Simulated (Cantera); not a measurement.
A closed system holds: 1 mol Nb2O5, 240 mol H2, held at 1575 K and 47.0 mbar.

Equilibrium computed with Cantera from the NASA thermochemical tables; the gas is ideal and each condensed phase is pure. Candidate condensed phases: H2O, Nb, NbO, NbO2, Nb2O5; 12 gas species. Condensed phases not in the tables: the oxides between NbO2 and Nb2O5. Kinetics and transport are ignored.

Base state: H2 0.996, H2O 0.00417, H 0.000191 (mole fractions); condensed: NbO2(s).

Q: What changes in the equilibrium state with this change: temperature from 1575 K to 2173 K?

A: 
```tsv
species	before	after
H2	0.996	0.966
H	0.000191	0.0219
H2O	0.00417	0.0116
NbO2	1.11e-8	0.000740
NbO	<1e-9	5.58e-5
OH	2.91e-8	3.51e-5
NbO2(s), mol	2.00	0
NbO(s), mol	0	1.81
```
NbO: taken at fixed stoichiometry.
